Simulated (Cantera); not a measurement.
Input: 1 mol SiF4, a varied amount of N2, 23 mol H2, equilibrated at 1375 K and 0.380 bar.

Cantera equilibrium calculation (NASA polynomials, part measured and part estimated; ideal gas, pure solids and liquids). Candidate condensed phases: Si, Si3N4; 37 gas species. N2 is the only nitrogen source here; it is nearly inert below about 1500 K, so the nitride shown seldom forms there in practice. The tables' values for SiF3, SiF2 are old estimates; treat these amounts as uncertain. The numbers say what is thermodynamically allowed, not how fast it happens.

x: gas mole fraction; n: condensed amount in mol.

```
n(N2) (mol)   x H2    x N2  x SiF4     x HF  x SiHF3    x SiF3  n Si3N4(s)
-----------  -----  ------  ------  -------  -------  --------  ----------
0.29         0.944  0.0119  0.0380  0.00319  0.00207  0.000982           0
0.36         0.941  0.0148  0.0379  0.00318  0.00206  0.000980           0
0.44         0.938  0.0180  0.0378  0.00318  0.00205  0.000978           0
0.55         0.934  0.0224  0.0376  0.00316  0.00204  0.000975           0
0.68         0.929  0.0275  0.0374  0.00315  0.00203  0.000972           0
0.84         0.923  0.0338  0.0372  0.00313  0.00202  0.000969           0
1            0.917     ___  0.0370  0.00319  0.00195  0.000941         ___
1.3          0.906     ___  0.0366  0.00330  0.00185  0.000895         ___
1.6          0.895  0.0624  0.0362  0.00338  0.00176  0.000859     0.00138
1.9          0.885  0.0732  0.0358  0.00344  0.00169  0.000830     0.00176
2.4          0.868  0.0907  0.0352  0.00352  0.00160  0.000790     0.00228
2.9          0.852   0.108  0.0345  0.00357  0.00152  0.000758     0.00271
```

Question: What belongs in the gaps?

Answer: 
- 1.3, x N2: 0.0513
- 1.3, n Si3N4(s): 0.000923
- 1, x N2: 0.0399
- 1, n Si3N4(s): 0.000349
